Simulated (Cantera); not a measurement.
Feed: 1 mol CsOH, 2.2 mol H2O, equilibrated at 1648.15 K and 975 Torr.

Method: chemical equilibrium by Gibbs-energy minimisation in Cantera with the NASA 1993 tables (ideal gas, pure condensed phases). Candidate condensed phases: Cs, CsOH, H2O; 15 gas species. Equilibrium is a limit: real reactors are often held back by kinetics, nucleation or transport.

Base state: H2O 0.687, CsOH 0.311, Cs 0.000584, H2 0.000393, O2 0.000311, Cs2(OH)2 0.000203, OH 0.000122 (mole fractions); condensed: gas only.

What changes in the equilibrium state with this change: temperature from 1648.15 K to 2100 K?


```csv
species,before,after
H2O,0.687,0.678
CsOH,0.311,0.302
Cs,0.000584,0.00784
O,3.93e-7,7.71e-5
H,1.55e-6,0.000204
CsO,2.27e-6,8.82e-5
```

What changes in the equilibrium state with this change: CsOH replaced by MgSO4?


```tsv
species	before	after
H2O	0.687	0.595
SO2	0	0.268
O2	0.000311	0.134
CsOH	0.311	0
SO3	0	0.00211
Cs	0.000584	0
Cs2(OH)2	0.000203	0
MgO(s), mol	0	1.000
```
Further candidate phases: H2SO4, Mg, MgO, Mg(OH)2, MgS, MgSO4, S.
